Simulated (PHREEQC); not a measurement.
Make-up at 44 °C: 0.021 mol/kgw Pb(NO3)2 and 0.0036 mol/kgw LiBr. Closed to the air; pH follows from the charge balance.

Computed with PHREEQC (ion-association model, wateq4f.dat).

No solid was allowed to form.

What pH does the model give?

pH 4.80.

In which forms is Pb present?

Pb+2 76 %, PbNO3+ 18 %, PbBr+ 6.0 % of the Pb.

At this temperature some constants are extrapolated from 25 °C, and those without enthalpy data are left unchanged.
